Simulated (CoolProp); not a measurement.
Saturated liquid density (kg/m³) of propyne: the reference equation beside estimates from Tc = 129.6 °C, pc = 5.658 MPa, ω = 0.204. Rackett uses Z = 0.29056 − 0.08775 ω.

Model: reference Helmholtz-energy equation of state, Polt 1992, in CoolProp. This equation is an older, rougher fit; its heat capacities, sound speeds and derivatives of the liquid may be far off and weren't checked against measurements.

```json
[
 {"T (°C)": "13.45", "reference": "630.1", "Rackett": "617.3", "van der Waals": "382.4", "Redlich-Kwong": "553.1", "Soave-Redlich-Kwong": "570.7", "Peng-Robinson": "646.5"},
 {"T (°C)": "21.15", "reference": "617.6", "Rackett": "606.5", "van der Waals": "375.7", "Redlich-Kwong": "541.1", "Soave-Redlich-Kwong": "559.2", "Peng-Robinson": "633.8"},
 {"T (°C)": "28.85", "reference": "605.1", "Rackett": "595.3", "van der Waals": "368.7", "Redlich-Kwong": "528.6", "Soave-Redlich-Kwong": "547.1", "Peng-Robinson": "620.3"},
 {"T (°C)": "36.55", "reference": "592.4", "Rackett": "583.7", "van der Waals": "361.4", "Redlich-Kwong": "515.5", "Soave-Redlich-Kwong": "534.3", "Peng-Robinson": "606.1"},
 {"T (°C)": "44.25", "reference": "579.4", "Rackett": "571.7", "van der Waals": "353.8", "Redlich-Kwong": "501.8", "Soave-Redlich-Kwong": "520.7", "Peng-Robinson": "590.9"},
 {"T (°C)": "51.95", "reference": "565.9", "Rackett": "559.1", "van der Waals": "345.8", "Redlich-Kwong": "487.4", "Soave-Redlich-Kwong": "506.4", "Peng-Robinson": "574.7"},
 {"T (°C)": "59.75", "reference": "551.7", "Rackett": "545.7", "van der Waals": "337.2", "Redlich-Kwong": "471.9", "Soave-Redlich-Kwong": "490.9", "Peng-Robinson": "557.1"},
 {"T (°C)": "67.45", "reference": "537.0", "Rackett": "531.8", "van der Waals": "328.2", "Redlich-Kwong": "455.8", "Soave-Redlich-Kwong": "474.5", "Peng-Robinson": "538.4"},
 {"T (°C)": "75.15", "reference": "521.3", "Rackett": "517.0", "van der Waals": "318.7", "Redlich-Kwong": "438.6", "Soave-Redlich-Kwong": "456.8", "Peng-Robinson": "518.1"},
 {"T (°C)": "82.85", "reference": "504.5", "Rackett": "501.0", "van der Waals": "308.4", "Redlich-Kwong": "420.2", "Soave-Redlich-Kwong": "437.7", "Peng-Robinson": "496.1"},
 {"T (°C)": "90.55", "reference": "486.2", "Rackett": "483.7", "van der Waals": "297.2", "Redlich-Kwong": "400.2", "Soave-Redlich-Kwong": "416.8", "Peng-Robinson": "471.7"},
 {"T (°C)": "98.25", "reference": "465.8", "Rackett": "464.4", "van der Waals": "284.9", "Redlich-Kwong": "378.2", "Soave-Redlich-Kwong": "393.5", "Peng-Robinson": "444.6"},
 {"T (°C)": "105.95", "reference": "442.3", "Rackett": "442.4", "van der Waals": "270.9", "Redlich-Kwong": "353.6", "Soave-Redlich-Kwong": "367.2", "Peng-Robinson": "413.7"}
]
```

Absolute difference from the reference over all 13 rows, mean and median: Rackett 1.1 and 1.1 %, van der Waals 38.9 and 38.9 %, Redlich-Kwong 15.1 and 14.5 %, Soave-Redlich-Kwong 11.8 and 11.0 %, Peng-Robinson 2.4 and 2.3 %.
